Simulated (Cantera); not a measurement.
A closed system holds: 1 mol Fe3O4, 1.8 mol CO, 3.5 mol H2, 0.6 mol CH4, equilibrated at 31.0 mbar.

Equilibrium computed with Cantera from the NASA thermochemical tables; the gas is ideal and each condensed phase is pure. Candidate condensed phases: C, C6H6, C7H8, C8H18, Fe, Fe(CO)5, FeO, Fe(OH)2, Fe(OH)3, Fe2O3, Fe3O4, H2O; 114 gas species. Each liquid is taken as pure. Mutual solubility and eutectic melting of coexisting phases are not modelled. The tables' stoichiometric FeO is somewhat more stable than real wüstite, so its field is too wide. FeO: taken at fixed stoichiometry. Equilibrium is a limit: real reactors are often held back by kinetics, nucleation or transport.

x: gas mole fraction; n: condensed amount in mol.

```
T (°C)   x H2   x CO     x Fe  x H2O      x H   x CO2     x FeO  n Fe(l)  n FeO(l)
------  -----  -----  -------  -----  -------  ------  --------  -------  --------
1552    0.453  0.302  0.00135  0.206  0.00168  0.0351   7.73e-6     1.31      1.68
1652    0.448  0.303      ___  0.208      ___  0.0327       ___     1.29      1.68
1752    0.439  0.301   0.0155  0.207  0.00724  0.0303  0.000155     1.21      1.68
1852    0.420  0.293      ___  0.200      ___     ___       ___      ___      1.68
1952    0.382  0.271    0.112  0.184   0.0227  0.0243   0.00175    0.396      1.68
2052    0.299  0.237    0.190  0.202   0.0342  0.0282   0.00498        0      1.23
2152    0.206  0.202    0.247  0.235   0.0462  0.0384    0.0129        0     0.399
```

Q: Fill in the missing entries.

A: 
- 1852, x Fe: 0.0439
- 1852, x H: 0.0134
- 1852, x CO2: 0.0278
- 1852, x FeO: 0.000553
- 1852, n Fe(l): 0.987
- 1652, x Fe: 0.00489
- 1652, x H: 0.00363
- 1652, x FeO: 3.76e-5
